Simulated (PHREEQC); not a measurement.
H3PO4 is added in steps, without added water, to 1 kg of water holding 0.021 mol K3PO4, 0.004 mol HF and 6.3e-05 mol K2SO4, at 25 °C. O2 is buffered at 0.21 atm. No CO2 enters from the air. No solid was allowed to form.

Base run: PHREEQC, ion-association model, phreeqc.dat. Each further column changes one thing. The table gives HF (mol/kgw).

```csv
H3PO4 added (mol),base,Debye-Hückel limiting law,database wateq4f.dat,Davies equation for every ion,all activity coefficients set to 1
0,8.50e-12,1.05e-11,7.87e-12,8.05e-12,5.66e-12
0.015,3.36e-7,4.30e-7,3.36e-7,3.46e-7,2.35e-7
0.0225,1.06e-6,1.34e-6,1.06e-6,1.09e-6,7.53e-7
0.0375,5.14e-5,5.98e-5,5.14e-5,5.26e-5,3.96e-5
0.0525,0.00246,0.00245,0.00244,0.00248,0.00253
0.06,0.00285,0.00285,0.00282,0.00287,0.00292
0.075,0.00324,0.00323,0.00319,0.00325,0.00329
0.09,0.00342,0.00341,0.00337,0.00343,0.00347
0.0975,0.00349,0.00348,0.00343,0.00349,0.00353
0.1125,0.00357,0.00356,0.00351,0.00358,0.00361
0.1275,0.00363,0.00362,0.00357,0.00364,0.00367
0.135,0.00366,0.00365,0.00359,0.00366,0.00369
0.15,0.00369,0.00369,0.00363,0.00370,0.00373
```

 H3PO4, which wateq4f.dat lacks, is added to it with the constant of phreeqc.dat. phreeqc.dat and wateq4f.dat share most of their constants, so their agreement is no independent check.
